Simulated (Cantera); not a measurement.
**Premixed flame**

A freely propagating, adiabatic, planar premixed flame of 33.3 % H2, 15.1 % O2, 51.6 % N2, unburnt at 625 K and 1.00 atm; multicomponent+Soret transport, grid criteria slope 0.08 and curve 0.16, no radiation.

Computed with Cantera and the H2/O2 subset of GRI-Mech 3.0, which has no nitrogen chemistry. Burning velocities carry a grid error of a few per cent, more on coarse grids.

```csv
z (mm),T (K),u (m/s),x H2,x O2,x HO2,x H2O2,x OH,x H
-1.35,625,8.64,0.333,0.151,<1e-8,<1e-8,<1e-8,<1e-8
-0.900,625,8.64,0.333,0.151,<1e-8,<1e-8,<1e-8,<1e-8
-0.675,625,8.64,0.333,0.151,<1e-8,<1e-8,<1e-8,<1e-8
-0.450,625,8.64,0.333,0.151,3.88e-7,<1e-8,<1e-8,4.20e-8
-0.225,637,8.73,0.326,0.152,0.000216,2.31e-6,4.38e-5,0.000177
-0.112,828,11.0,0.289,0.149,0.000202,1.17e-5,0.000812,0.00693
0,1291,16.7,0.169,0.0998,8.64e-5,5.09e-6,0.00490,0.0481
0.112,1614,20.6,0.0784,0.0394,3.13e-5,2.65e-6,0.0127,0.0738
0.225,1764,22.4,0.0653,0.0264,1.85e-5,1.56e-6,0.0164,0.0688
0.450,1928,24.2,0.0650,0.0217,1.28e-5,8.39e-7,0.0193,0.0557
0.900,2099,26.1,0.0641,0.0179,8.68e-6,4.78e-7,0.0210,0.0418
1.80,2268,27.8,0.0610,0.0140,5.70e-6,3.12e-7,0.0212,0.0294
3.60,2417,29.3,0.0561,0.0103,3.83e-6,2.41e-7,0.0196,0.0195
```
x: mole fraction of selected species; z is measured from the peak of heat release.

```
Item                        Result
------------------------  --------
laminar burning velocity  864 cm/s
thermal thickness         0.450 mm
peak x(HO2)               0.000292
peak x(H2O2)               1.18e-5
peak x(OH)                  0.0213
peak x(H)                   0.0739
```
